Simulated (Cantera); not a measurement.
Adiabatic ignition

An adiabatic, constant-volume homogeneous reactor starts with CH3OH : O2 : N2 : CO2 = 1 : 2.38 : 8.95 : 0.59 (molar parts), equivalence ratio 0.63, at 1098 K and 203 Torr.

Model: GRI-Mech 3.0 (53 species, 325 reactions), integrated in Cantera. GRI-Mech 3.0 was tuned for natural gas; its chemistry of methanol as a main component is partial and can be far from experiment.

```
t (s)     T (K)  P (bar)  x CH3OH    x O2   x CO2      x H2     x NO   x C2H    x CH2O
--------  -----  -------  -------  ------  ------  --------  -------  ------  --------
4.00e-6    1098    0.270   0.0774   0.184  0.0457  7.56e-11   <1e-12  <1e-12  1.64e-10
1.10e-5    1098    0.270   0.0774   0.184  0.0457  3.29e-10   <1e-12  <1e-12  7.16e-10
3.01e-5    1098    0.270   0.0774   0.184  0.0457   1.09e-9   <1e-12  <1e-12   2.39e-9
8.26e-5    1098    0.270   0.0774   0.184  0.0457   3.22e-9   <1e-12  <1e-12   7.18e-9
0.000227   1098    0.270   0.0774   0.184  0.0457   9.25e-9   <1e-12  <1e-12   2.14e-8
0.000622   1098    0.270   0.0774   0.184  0.0457   2.66e-8   <1e-12  <1e-12   6.48e-8
0.00171    1098    0.270   0.0774   0.184  0.0457   7.56e-8   <1e-12  <1e-12   1.91e-7
0.00469    1098    0.270   0.0774   0.184  0.0457   2.13e-7   <1e-12  <1e-12   5.45e-7
0.0129     1098    0.270   0.0774   0.184  0.0457   6.23e-7   <1e-12  <1e-12   1.57e-6
0.0353     1098    0.270   0.0774   0.184  0.0457   2.25e-6   <1e-12  <1e-12   5.72e-6
0.0968     1098    0.270   0.0773   0.184  0.0457   1.79e-5   <1e-12  <1e-12   4.93e-5
0.266      2427    0.628   <1e-12  0.0642   0.104   0.00286  0.00844  <1e-12  9.26e-12
0.729      2425    0.627   <1e-12  0.0634   0.104   0.00284   0.0101  <1e-12  9.14e-12
2.00       2425    0.627   <1e-12  0.0634   0.104   0.00284   0.0101  <1e-12  9.14e-12
```
x: mole fraction; the columns are a selection and need not sum to one.

```json
{
  "time_of_steepest_temperature_rise": "0.214 s",
  "temperature at 2.00 s": "2425 K",
  "equilibrium_temperature": "2425 K",
  "x(CH3OH) at 2.00 s": "<1e-12 (gas-phase equilibrium <1e-12)",
  "x(O2) at 2.00 s": "0.0634 (gas-phase equilibrium 0.0634)",
  "x(CO2) at 2.00 s": "0.104 (gas-phase equilibrium 0.104)"
}
```
